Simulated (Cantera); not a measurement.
A Cantera script and its output.

```python
import numpy as np
import cantera as ct

gas = ct.Solution("gri30.yaml")
gas.TPX = 1175, 13332, {'H2': 0.56, 'O2': 1, 'N2': 3.9}
inlet = ct.Reservoir(gas, clone=True)

reactor = ct.IdealGasConstPressureReactor(gas, energy="off", clone=False)
exhaust = ct.Reservoir(gas, clone=True)
tau = [1.3, 0.65, 0.33, 0.17, 0.085, 0.043, 0.022, 0.011, 0.0055, 0.0028, 0.0014][0]
for a, b in ((inlet, reactor), (reactor, exhaust)):
    ct.MassFlowController(a, b, mdot=lambda t: reactor.mass / tau)
net = ct.ReactorNet([reactor])
show = ['H2', 'O2', 'N2O', 'O', 'OH', 'NO2', 'H']

rows = []
print(f"{'tau/s':>10s}{'T/K':>9s}" + "".join(f"{s:>11s}" for s in show))
for tau in [1.3, 0.65, 0.33, 0.17, 0.085, 0.043, 0.022, 0.011, 0.0055, 0.0028, 0.0014]:
    net.initial_time = 0.0
    net.advance(30 * tau)
    before = gas.X
    net.advance(40 * tau)
    drift = np.max(np.abs(gas.X - before) / (gas.X + 1e-9))
    rows.append([gas.T, *gas[show].X, drift])
    print(f"{tau:10.3e}{gas.T:9.1f}" + "".join(f"{x:11.3e}" for x in gas[show].X))
```

Result:

```
     tau/s      T/K         H2         O2        N2O          O         OH        NO2          H
 1.300e+00   1175.0  1.452e-04  1.389e-01  1.552e-07  1.105e-04  2.692e-04  5.519e-10  1.700e-05
 6.500e-01   1175.0  2.275e-04  1.389e-01  1.350e-07  1.760e-04  3.401e-04  3.961e-10  3.405e-05
 3.300e-01   1175.0  3.512e-04  1.389e-01  1.160e-07  2.763e-04  4.283e-04  3.156e-10  6.705e-05
 1.700e-01   1175.0  5.339e-04  1.388e-01  9.847e-08  4.277e-04  5.383e-04  2.760e-10  1.298e-04
 8.500e-02   1175.0  8.216e-04  1.388e-01  8.179e-08  6.708e-04  6.857e-04  2.549e-10  2.582e-04
 4.300e-02   1175.0  1.246e-03  1.388e-01  6.719e-08  1.036e-03  8.721e-04  2.420e-10  5.051e-04
 2.200e-02   1175.0  1.865e-03  1.387e-01  5.466e-08  1.572e-03  1.106e-03  2.309e-10  9.699e-04
 1.100e-02   1175.0  2.809e-03  1.387e-01  4.360e-08  2.389e-03  1.413e-03  2.186e-10  1.880e-03
 5.500e-03   1175.0  4.202e-03  1.388e-01  3.438e-08  3.565e-03  1.795e-03  2.037e-10  3.567e-03
 2.800e-03   1175.0  6.168e-03  1.390e-01  2.700e-08  5.132e-03  2.238e-03  1.845e-10  6.420e-03
 1.400e-03   1175.0  9.056e-03  1.396e-01  2.081e-08  7.148e-03  2.746e-03  1.567e-10  1.105e-02
```

Detailed kinetics in Cantera: GRI-Mech 3.0 (53 species, 325 reactions). The temperature is held fixed by assumption; the heat of reaction is taken as removed at once.
